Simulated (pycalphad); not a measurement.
Computed with pycalphad from the COST 507 light-alloy database (1999), at 1 atm. These are 1990s assessments: newer ones move some temperatures and phases. Phase fractions are per mole of atoms. Diffusion is slow at the low end, where real alloys seldom reach equilibrium.

Give the equilibrium state of Ti-4.95Si (at.%) at 700 K.


```
T = 700.00 K, P = 101325 Pa, N = 1 mol of atoms
G = -36103 J/mol, H = 1229 J/mol, S = 53.33 J/(mol K)  (SER reference)
chemical potentials (J/mol): Ti -26776, Si -215188
phase             fraction      x(Ti)      x(Si)
HCP_A3              0.8130     0.9966     0.0034
SITI3               0.1870     0.7500     0.2500
```

Give the equilibrium state of Ti-4.95Si (at.%) at 1750 K.

bcc, fraction 0.568, with 1.7 Si at.%; liquid, fraction 0.432, with 9.3 Si at.%.

Database names, with the compositions (at.%) that they take in these runs: SITI3: Ti 75 Si 25. HCP_A3 is hcp.
